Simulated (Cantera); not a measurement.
Input: 1 mol MgCO3, 0.11 mol SO3, 7.2 mol H2O, 2.4 mol H2S, equilibrated at 10.0 mbar.

Method: chemical equilibrium by Gibbs-energy minimisation in Cantera with the NASA 1993 tables (ideal gas, pure condensed phases). Candidate condensed phases: C, C6H6, C7H8, C8H18, H2O, H2SO4, Mg, MgCO3, MgO, Mg(OH)2, MgS, MgSO4, S; 130 gas species. Rates play no part.

Question: At 1027 °C, list the 6 most abundant gas species with their mole fractions, and the condensed phases.

Answer: H2O 0.628, H2 0.147, S2 0.0742, CO2 0.0603, H2S 0.0444, CO 0.0248. Condensed: MgO(s).
